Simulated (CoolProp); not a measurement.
Properties of hexamethyldisiloxane (MM) along the isobar 1.01 bar (Tc = 518.7 K, pc = 19.31 bar, ω = 0.418).

Computed with CoolProp (reference Helmholtz-energy equation of state, Thol 2016).

```json
[
 {"T (K)": "244.7", "phase": "liquid", "density (kg/m³)": "814.8", "cv (kJ/(kg K))": "1.428", "speed of sound (m/s)": "1072"},
 {"T (K)": "271.1", "phase": "liquid", "density (kg/m³)": "787.8", "cv (kJ/(kg K))": "1.480", "speed of sound (m/s)": "972.4"},
 {"T (K)": "297.5", "phase": "liquid", "density (kg/m³)": "760.3", "cv (kJ/(kg K))": "1.541", "speed of sound (m/s)": "877.4"},
 {"T (K)": "323.9", "phase": "liquid", "density (kg/m³)": "732.1", "cv (kJ/(kg K))": "1.606", "speed of sound (m/s)": "785.6"},
 {"T (K)": "350.3", "phase": "liquid", "density (kg/m³)": "702.5", "cv (kJ/(kg K))": "1.673", "speed of sound (m/s)": "696.0"},
 {"T (K)": "376.7", "phase": "gas", "density (kg/m³)": "5.578", "cv (kJ/(kg K))": "1.666", "speed of sound (m/s)": "132.9"},
 {"T (K)": "403.1", "phase": "gas", "density (kg/m³)": "5.135", "cv (kJ/(kg K))": "1.733", "speed of sound (m/s)": "139.3"},
 {"T (K)": "429.5", "phase": "gas", "density (kg/m³)": "4.770", "cv (kJ/(kg K))": "1.799", "speed of sound (m/s)": "145.1"},
 {"T (K)": "455.9", "phase": "gas", "density (kg/m³)": "4.460", "cv (kJ/(kg K))": "1.863", "speed of sound (m/s)": "150.5"},
 {"T (K)": "482.4", "phase": "gas", "density (kg/m³)": "4.192", "cv (kJ/(kg K))": "1.926", "speed of sound (m/s)": "155.6"},
 {"T (K)": "508.8", "phase": "gas", "density (kg/m³)": "3.957", "cv (kJ/(kg K))": "1.987", "speed of sound (m/s)": "160.4"},
 {"T (K)": "535.2", "phase": "gas", "density (kg/m³)": "3.749", "cv (kJ/(kg K))": "2.045", "speed of sound (m/s)": "164.9"},
 {"T (K)": "561.6", "phase": "gas", "density (kg/m³)": "3.563", "cv (kJ/(kg K))": "2.101", "speed of sound (m/s)": "169.3"}
]
```
